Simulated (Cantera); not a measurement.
A Cantera script and what it prints.

```python
import numpy as np
import cantera as ct

gas_names = """
    H H2 H2S Pb PbS Pb2 S SH S2 S8
""".split()
cond_names = """
    Pb(cr) Pb(L) PbS(s) PbS(L) S(cr1) S(cr2) S(L)
""".split()


# ... load() reads the species with a 1 bar reference pressure and builds the phases ...
atoms = {
    'PbS': {'Pb': 1, 'S': 1},
    'H2': {'H': 2},
}
top_T = {}  # K; cautious upper limits of use, not melting points


# ... equilibrate(T, P, feed) seeds the gas with the atoms and calls Mixture.equilibrate('TP', solver="vcs", rtol=1e-11, max_steps=5000) ...
results = []
feed = {'PbS': 1, 'H2': 660}  # mol
P = 33000  # Pa
for T in [850, 950, 1050, 1150, 1250, 1350, 1450, 1550, 1650, 1750, 1850, 1950, 2050, 2150]:
    mix = equilibrate(T, P, feed)
    results.append((T, P, feed, dict(zip(mix.species_names, mix.species_moles))))

top = {s: max(r[3][s] / sum(r[3][g] for g in gas_names) for r in results) for s in gas_names}
cols = sorted((s for s in top if top[s] > 0.0001), key=lambda s: -top[s])[:5]
seen = [c for c in cond_names if any(r[3].get(c, 0) > 1e-12 for r in results)]
print("log10 of partial pressures in bar; condensed amounts in mol")
print(f"{'T/K':>10s}" + "".join(f"{s[:9]:>10s}" for s in cols + seen))
for T, P, feed, n in results:
    ng = sum(n[g] for g in gas_names)
    print(f"{T:10.4g}" + "".join(f"{np.log10(max(n[s] / ng * P / 1e5, 1e-99)):10.3f}" for s in cols)
          + "".join(f"{n.get(c, 0):10.4g}" for c in seen))
```

Output:

```
log10 of partial pressures in bar; condensed amounts in mol
       T/K        H2         H       H2S        Pb        SH     Pb(L)
       850    -0.482   -10.930    -3.301    -6.497    -9.794    0.9987
       950    -0.482    -9.496    -3.304    -5.298    -8.734    0.9839
      1050    -0.482    -8.332    -3.316    -4.332    -7.885    0.8728
      1150    -0.483    -7.368    -3.362    -3.538    -7.219    0.2899
      1250    -0.483    -6.557    -3.366    -3.366    -6.624         0
      1350    -0.483    -5.864    -3.354    -3.353    -6.101         0
      1450    -0.483    -5.266    -3.345    -3.343    -5.653         0
      1550    -0.483    -4.743    -3.342    -3.336    -5.266         0
      1650    -0.483    -4.283    -3.342    -3.330    -4.930         0
      1750    -0.483    -3.875    -3.350    -3.326    -4.639         0
      1850    -0.483    -3.510    -3.366    -3.322    -4.390         0
      1950    -0.484    -3.183    -3.394    -3.318    -4.179         0
      2050    -0.484    -2.886    -3.436    -3.316    -4.006         0
      2150    -0.486    -2.618    -3.495    -3.314    -3.870         0
```

Equilibrium computed with Cantera from the NASA thermochemical tables; the gas is ideal and each condensed phase is pure.
